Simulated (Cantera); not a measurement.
**Adiabatic ignition**

An adiabatic, constant-pressure homogeneous reactor starts with 2.51 % CH4, 0.427 % C2H6, 20.4 % O2, 76.7 % N2, equivalence ratio 0.32, at 1498 K and 330000 Pa.

Model: GRI-Mech 3.0 (53 species, 325 reactions), integrated in Cantera.

```tsv
t (s)	T (K)	x CH4	x C2H6	x O2	x H	x NO	x CH3
9.00e-6	1498	0.0251	0.00422	0.204	4.01e-7	<1e-12	8.01e-5
1.86e-5	1498	0.0250	0.00412	0.204	1.85e-6	<1e-12	0.000172
3.86e-5	1504	0.0237	0.00337	0.202	1.67e-5	2.39e-11	0.000464
8.00e-5	1943	9.72e-10	<1e-12	0.142	0.00187	1.87e-6	2.44e-9
0.000166	2159	<1e-12	<1e-12	0.137	0.000140	2.59e-5	<1e-12
0.000343	2180	<1e-12	<1e-12	0.137	3.11e-5	3.88e-5	<1e-12
0.000711	2181	<1e-12	<1e-12	0.137	2.71e-5	5.61e-5	<1e-12
0.00147	2181	<1e-12	<1e-12	0.137	2.70e-5	9.11e-5	<1e-12
0.00305	2181	<1e-12	<1e-12	0.137	2.70e-5	0.000163	<1e-12
0.00633	2181	<1e-12	<1e-12	0.137	2.69e-5	0.000312	<1e-12
0.0131	2180	<1e-12	<1e-12	0.137	2.68e-5	0.000614	<1e-12
0.0271	2179	<1e-12	<1e-12	0.137	2.65e-5	0.00122	<1e-12
0.0562	2176	<1e-12	<1e-12	0.136	2.59e-5	0.00236	<1e-12
0.117	2172	<1e-12	<1e-12	0.135	2.50e-5	0.00429	<1e-12
0.241	2166	<1e-12	<1e-12	0.134	2.39e-5	0.00676	<1e-12
0.500	2162	<1e-12	<1e-12	0.133	2.31e-5	0.00857	<1e-12
```
x: mole fraction; the columns are a selection and need not sum to one.

| Quantity | Value |
|---|---|
| time of steepest temperature rise | 72.9 µs |
| temperature at 0.500 s | 2162 K |
| equilibrium temperature | 2161 K |
| x(CH4) at 0.500 s | <1e-12 (gas-phase equilibrium <1e-12) |
| x(C2H6) at 0.500 s | <1e-12 (gas-phase equilibrium <1e-12) |
| x(O2) at 0.500 s | 0.133 (gas-phase equilibrium 0.133) |
